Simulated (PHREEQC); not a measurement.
Dissolve 0.75 mol/kgw NaCl and 0.19 mol/kgw KCl at 15 °C. It is in equilibrium with CO2 at log p = -3.4 (atm). Otherwise closed; pH follows from the charge balance.

The numbers come from PHREEQC with the Pitzer model, pitzer.dat.

Task: The ionic strength comes out as 0.940 mol/kgw. What activity coefficients do Na+, K+, Cl-, H+, HCO3- get?

Result: Na+ 0.69, K+ 0.63, Cl- 0.60, H+ 0.92, HCO3- 0.60. Single-ion values are on the MacInnes scale.

Precipitation was switched off in this run. Species that the database lacks are ignored.
